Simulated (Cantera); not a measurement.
Input: 1 mol Al, 0.57 mol HCl, 220 mol N₂, held at 1100 K and 0.0130 bar.

Equilibrium computed with Cantera from the NASA thermochemical tables; the gas is ideal and each condensed phase is pure. Candidate condensed phases: Al, AlCl₃, AlN, NH₄Cl; 20 gas species. Kinetics and transport are ignored.

Base state: N₂ 0.998, HCl 0.000991, H₂ 0.000799, AlCl₃ 0.000532 (mole fractions); condensed: AlN(s).

**Question.** What changes in the equilibrium state with this change: temperature from 1100 K to 1548.15 K?

**Answer.** 
```csv
species,before,after
N₂,0.998,0.997
AlCl,6.45e-8,0.00173
H₂,0.000799,0.00106
HCl,0.000991,0.000459
AlCl₂,7.43e-7,0.000119
AlCl₃,0.000532,5.35e-5
"AlN(s), mol",0.883,0.582
```
The tables' values for AlCl₂ are old estimates; treat these amounts as uncertain.
